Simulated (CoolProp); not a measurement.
Saturation properties of R123 (Tc = 456.8 K, pc = 3.662 MPa, ω = 0.282).

Computed with CoolProp (reference Helmholtz-energy equation of state, Younglove 1994). It is a modified Benedict-Webb-Rubin equation, recast in Helmholtz form.

```json
[
 {"T (K)": "281.5", "p (MPa)": "0.04716", "liquid density (kg/m³)": "1506", "liquid viscosity (µPa s)": "509", "vapour viscosity (µPa s)": "10.1"},
 {"T (K)": "285.1", "p (MPa)": "0.05484", "liquid density (kg/m³)": "1497", "liquid viscosity (µPa s)": "487", "vapour viscosity (µPa s)": "10.3"},
 {"T (K)": "288.8", "p (MPa)": "0.06373", "liquid density (kg/m³)": "1488", "liquid viscosity (µPa s)": "466", "vapour viscosity (µPa s)": "10.4"},
 {"T (K)": "292.4", "p (MPa)": "0.07345", "liquid density (kg/m³)": "1479", "liquid viscosity (µPa s)": "447", "vapour viscosity (µPa s)": "10.5"},
 {"T (K)": "296", "p (MPa)": "0.08430", "liquid density (kg/m³)": "1469", "liquid viscosity (µPa s)": "428", "vapour viscosity (µPa s)": "10.7"},
 {"T (K)": "299.6", "p (MPa)": "0.09638", "liquid density (kg/m³)": "1460", "liquid viscosity (µPa s)": "411", "vapour viscosity (µPa s)": "10.8"},
 {"T (K)": "303.2", "p (MPa)": "0.1098", "liquid density (kg/m³)": "1451", "liquid viscosity (µPa s)": "394", "vapour viscosity (µPa s)": "10.9"},
 {"T (K)": "306.9", "p (MPa)": "0.1250", "liquid density (kg/m³)": "1441", "liquid viscosity (µPa s)": "378", "vapour viscosity (µPa s)": "11.0"},
 {"T (K)": "310.5", "p (MPa)": "0.1414", "liquid density (kg/m³)": "1432", "liquid viscosity (µPa s)": "363", "vapour viscosity (µPa s)": "11.2"},
 {"T (K)": "314.1", "p (MPa)": "0.1594", "liquid density (kg/m³)": "1422", "liquid viscosity (µPa s)": "349", "vapour viscosity (µPa s)": "11.3"}
]
```

It boils at 301.0 K under 1 atm.

Viscosity comes from a separate model (Tanaka 1996).
